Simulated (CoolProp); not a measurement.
Vapour-liquid equilibrium of R227EA (1) + isobutene (2) at 44.35 °C; x and y are mole fractions of (1).

Model: multi-fluid Helmholtz-energy mixture model, Lemmon 2016 and Lemmon 2005; pair parameters Bell 2016, in CoolProp.

```csv
x,bubble pressure (kPa),y at the bubble point,dew pressure at overall composition x (kPa),liquid density (mol/L)
0.05,595.8,0.141,550.0,9.852
0.15,692.7,0.308,600.5,9.498
0.25,754.1,0.407,657.3,9.170
0.35,794.5,0.479,718.9,8.871
0.45,821.7,0.540,779.1,8.603
0.55,839.3,0.599,825.4,8.366
0.65,848.1,0.663,847.1,8.160
0.75,847.3,0.736,846.1,7.982
0.85,834.9,0.825,829.7,7.831
0.95,809.0,0.934,804.7,7.703
```

y crosses x between x = 0.65 and 0.75: the model has an azeotrope there.

The pair parameters rest on a limited set of measurements; away from them the model extrapolates.
